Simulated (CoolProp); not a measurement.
A closed Brayton cycle with dry air: compressor inlet 329.15 K and 0.79 MPa, high pressure 1.54 MPa, turbine inlet 890 K, compressor efficiency 0.8, turbine efficiency 0.85, recuperator effectiveness 0.95 (on enthalpy, no pinch check). Each further row changes one setting.

Model: reference Helmholtz-energy equation of state, Lemmon 2000, in CoolProp. It is a pseudo-pure fit of the blend.

```
case                           thermal efficiency (%)  net work (kJ/kg)  compressor to turbine work  compressor exit (K)  turbine exit (K)
-----------------------------  ----------------------  ----------------  --------------------------  -------------------  ----------------
as stated                                        30.5              46.7                        0.65                415.3             769.5
turbine inlet 840 K                              27.3              39.1                           …                415.3             725.3
compressor inlet 339.15 K                        28.9                 …                           …                    …             769.5
high pressure 1.31 MPa                           31.1              39.0                        0.62                393.0                 …
recuperator effectiveness 0.5                       …              46.7                        0.65                415.3             769.5
```

Task: Fill in the missing entries.

Result: 
- turbine inlet 840 K, compressor to turbine work: 0.69
- compressor inlet 339.15 K, net work (kJ/kg): 44.0
- compressor inlet 339.15 K, compressor to turbine work: 0.67
- compressor inlet 339.15 K, compressor exit (K): 427.8
- high pressure 1.31 MPa, turbine exit (K): 797.1
- recuperator effectiveness 0.5, thermal efficiency (%): 14.5
